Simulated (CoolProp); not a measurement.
Vapour-liquid equilibrium of R125 (1) + cyclopropane (2) at 13.2 bar; x and y are mole fractions of (1).

The numbers come from the multi-fluid Helmholtz-energy mixture model, Lemmon 2005 and Polt 1992; pair parameters Bell 2016 in CoolProp. This equation is an older, rougher fit; its heat capacities, sound speeds and derivatives of the liquid may be far off and weren't checked against measurements.

| x | bubble temperature, mixture model (K) | bubble temperature, Raoult's law (K) | y, mixture model | y, Raoult's law |
|---|---|---|---|---|
| 0.05 | 315.6 | 320.4 | 0.158 | 0.090 |
| 0.125 | 308.7 | 317.8 | 0.314 | 0.212 |
| 0.2 | 304.3 | 315.3 | 0.412 | 0.320 |
| 0.275 | 301.4 | 313.0 | 0.479 | 0.417 |
| 0.35 | 299.5 | 310.9 | 0.530 | 0.504 |
| 0.425 | 298.0 | 308.9 | 0.573 | 0.583 |
| 0.5 | 297.0 | 307.0 | 0.612 | 0.654 |
| 0.575 | 296.1 | 305.2 | 0.652 | 0.719 |
| 0.65 | 295.5 | 303.5 | 0.694 | 0.779 |
| 0.725 | 295.2 | 301.9 | 0.742 | 0.833 |
| 0.8 | 295.1 | 300.3 | 0.797 | 0.884 |
| 0.875 | 295.3 | 298.8 | 0.862 | 0.930 |
| 0.95 | 295.9 | 297.4 | 0.940 | 0.973 |

The largest gap from Raoult's law is -11.6 K in bubble temperature, at x = 0.275. y crosses x between x = 0.725 and 0.8: the model has an azeotrope there.

The pair parameters rest on a limited set of measurements; away from them the model extrapolates.
